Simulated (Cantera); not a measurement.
A closed system holds: 1 mol TiO₂, 0.24 mol MgO, 1.7 mol O₂, at 0.133 bar.

These are equilibrium values from Cantera (NASA tables, ideal gas, pure condensed phases), not measurements of a reactor. Candidate condensed phases: Mg, MgO, MgTiO₃, MgTi₂O₅, Mg₂TiO₄, Ti, TiO, TiO₂, Ti₂O₃, Ti₃O₅, Ti₄O₇; 9 gas species. Mutual solubility and eutectic melting of coexisting phases are not modelled. Condensed phases not in the tables: alloys, solid solutions and most ternary compounds. Kinetics and transport are ignored. All values below are at 1248 K.

Base state: O₂ 1.00 (mole fractions); condensed: MgTi₂O₅(s) + TiO₂(rutile).

Q: What changes in the equilibrium state with this change: 0.012 mol CH₄ added?

A: 
```tsv
species	before	after
O₂	1.00	0.979
H₂O	0	0.0140
CO₂	0	0.00701
MgTi₂O₅(s), mol	0.240	0.240
TiO₂(rutile), mol	0.520	0.520
```
Further candidate phases: C, C₆H₆, C₇H₈, C₈H₁₈, H₂O, MgCO₃, Mg(OH)₂, TiC.
